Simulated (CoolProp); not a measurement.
CHF3 (R23) along the isobar 3.36 bar: Z from the reference equation and from simpler models built on Tc = 299.3 K, pc = 48.32 bar, ω = 0.263; each cubic takes its own stable root.

Model: reference Helmholtz-energy equation of state, Penoncello 2003, in CoolProp.

```csv
T (K),phase,reference
236.3,gas,0.9390
247.3,gas,0.9489
258.2,gas,0.9565
269.2,gas,0.9627
280.2,gas,0.9677
291.1,gas,0.9718
302.1,gas,0.9753
313,gas,0.9782
324,gas,0.9807
334.9,gas,0.9828
345.9,gas,0.9847
356.9,gas,0.9864
367.8,gas,0.9878
378.8,gas,0.9891
```

Problem. How far does each simpler model (Pitzer virial, Redlich-Kwong, Soave-Redlich-Kwong, Peng-Robinson) lie from the reference over these 14 states: mean and median of the absolute difference, and the worst?

Solution. 
- Pitzer virial: mean 0.2 %, median 0.1 %, worst +0.7 % at 236.3 K and 3.36 bar
- Redlich-Kwong: mean 0.3 %, median 0.1 %, worst +1.4 % at 236.3 K and 3.36 bar
- Soave-Redlich-Kwong: mean 0.3 %, median 0.1 %, worst +0.9 % at 236.3 K and 3.36 bar
- Peng-Robinson: mean 0.2 %, median 0.1 %, worst +0.6 % at 236.3 K and 3.36 bar
